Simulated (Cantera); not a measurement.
## Fluorocarbon and chlorocarbon gases: C₂F₆ + F₂ + H₂

Charge: 1 mol C₂F₆, 0.23 mol F₂, 0.62 mol H₂, held at 3348.15 K and 3.40 mbar.

Equilibrium computed with Cantera from the NASA thermochemical tables; the gas is ideal and each condensed phase is pure. Candidate condensed phases: C, C₆H₆, C₇H₈, C₈H₁₈; 95 gas species. The feed counts by its element totals alone. Kinetics and transport are ignored.

- x(F): 0.685
- x(HF): 0.0862
- x(C): 0.0704
- x(H): 0.0686
- x(CF): 0.0366
- x(C₃): 0.0364
- x(C₂): 0.0162
- x(CF₂): 0.000502
- x(C₂H): 0.000167
- gas amount: 7.991 mol
- log10 activity of C(graphite) (absent): -0.61
